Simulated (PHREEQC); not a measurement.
## Hard or scaling water: speciation

Make-up at 20 °C: 0.0086 mol SrCl2, 4.3e-05 mol CO2 and 0.026 mol NaCl per kg of water. Closed to the air; pH follows from the charge balance.

All values are PHREEQC results (Pitzer model, pitzer.dat), not measurements.

This is a speciation only: nothing precipitates in the calculation.

What pH does the model give?

pH 5.40.

In which forms is C present?

CO2 89 %, HCO3- 11 % of the C.
